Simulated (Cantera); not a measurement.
Charge: 1 mol Fe, 0.14 mol H2O, 0.56 mol O2, a varied amount of Cl2, at 1025 °C and 1 atm.

Cantera equilibrium calculation (NASA polynomials, part measured and part estimated; ideal gas, pure solids and liquids). Candidate condensed phases: Fe, FeCl2, FeCl3, FeO, Fe(OH)2, Fe(OH)3, Fe2O3, Fe3O4, H2O; 22 gas species. Equilibrium is a limit: real reactors are often held back by kinetics, nucleation or transport.

Q: At 0.19 mol Cl2, list the 4 most abundant gas species with their mole fractions, and the condensed phases.

A: HCl 0.670, FeCl2 0.205, H2O 0.0968, FeCl3 0.0175. Condensed: Fe3O4(s).
